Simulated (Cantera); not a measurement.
An isothermal plug-flow reactor at 873 K and 4.50 bar (inlet), inlet velocity 1.1 m/s, active area per volume 1500 1/m; feed 0.583 % CH4, 2.79 % O2, 95.9 % N2, 0.752 % H2O, equivalence ratio 0.42.

Model: Deutschmann's 1995 Pt surface mechanism with GRI-Mech 3.0 gas chemistry, integrated in Cantera. Catalytic surfaces can have several steady states; this one follows from the mechanism file's or the stated starting coverage. Mass transfer to the wall is taken as infinitely fast.

**Question.** Predict: x(CH4) at z = 0.011 m; x(O2) at z = 0.011 m; x(H2O) at z = 0.011 m; x(CO2) at z = 0.011 m; x(CO) at z = 0.011 m; θ(free Pt) at the exit; θ(O*) at the exit; θ(OH*) at the exit.

**Answer.** 
```json
{
 "x(CH4) at z = 0.011 m": "0.00523",
 "x(O2) at z = 0.011 m": "0.0267",
 "x(H2O) at z = 0.011 m": "0.00871",
 "x(CO2) at z = 0.011 m": "0.000591",
 "x(CO) at z = 0.011 m": "1.20e-6",
 "θ(free Pt) at the exit": "0.0763",
 "θ(O*) at the exit": "0.920",
 "θ(OH*) at the exit": "0.00392"
}
```
